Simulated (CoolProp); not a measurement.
Vapour-liquid equilibrium of C3F8 (R218) (1) + R134a (2) at 31.65 °C; x and y are mole fractions of (1).

The numbers come from the multi-fluid Helmholtz-energy mixture model, Lemmon 2006 and Tillner-Roth 1994; pair parameters Bell 2016 in CoolProp.

| x | bubble pressure (MPa) | y at the bubble point | dew pressure at overall composition x (MPa) | liquid density (mol/L) |
|---|---|---|---|---|
| 0.05 | 0.8944 | 0.122 | 0.8416 | 11.16 |
| 0.125 | 0.9949 | 0.246 | 0.8969 | 10.59 |
| 0.2 | 1.068 | 0.332 | 0.9566 | 10.05 |
| 0.275 | 1.121 | 0.397 | 1.020 | 9.560 |
| 0.35 | 1.160 | 0.451 | 1.083 | 9.111 |
| 0.425 | 1.187 | 0.499 | 1.142 | 8.702 |
| 0.5 | 1.205 | 0.544 | 1.188 | 8.335 |
| 0.575 | 1.215 | 0.590 | 1.213 | 8.008 |
| 0.65 | 1.215 | 0.638 | 1.214 | 7.720 |
| 0.725 | 1.205 | 0.691 | 1.194 | 7.469 |
| 0.8 | 1.182 | 0.752 | 1.159 | 7.253 |
| 0.875 | 1.144 | 0.826 | 1.115 | 7.069 |
| 0.95 | 1.086 | 0.920 | 1.067 | 6.912 |

y crosses x between x = 0.575 and 0.65: the model has an azeotrope there.

The pair parameters rest on a limited set of measurements; away from them the model extrapolates.
